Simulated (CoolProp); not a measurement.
Saturation properties of nitrogen (Tc = 126.2 K, pc = 33.96 bar, ω = 0.037).

The numbers come from the reference Helmholtz-energy equation of state, Span 2000 in CoolProp.

| T (K) | p (bar) | surface tension (mN/m) | liquid conductivity (mW/(m K)) |
|---|---|---|---|
| 81.9 | 1.677 | 7.86 | 136 |
| 85.8 | 2.470 | 7.01 | 128 |
| 89.6 | 3.483 | 6.20 | 121 |
| 93.5 | 4.809 | 5.39 | 113 |
| 97.3 | 6.422 | 4.62 | 105 |
| 101.2 | 8.450 | 3.85 | 97.8 |
| 105 | 10.83 | 3.14 | 90.3 |
| 108.9 | 13.74 | 2.44 | 82.6 |
| 112.7 | 17.08 | 1.79 | 75.1 |
| 116.5 | 20.98 | 1.18 | 67.7 |

It boils at 77.4 K under 1 atm.

Thermal conductivity comes from a separate model (Lemmon 2004). Surface tension comes from a separate correlation (Mulero 2012).
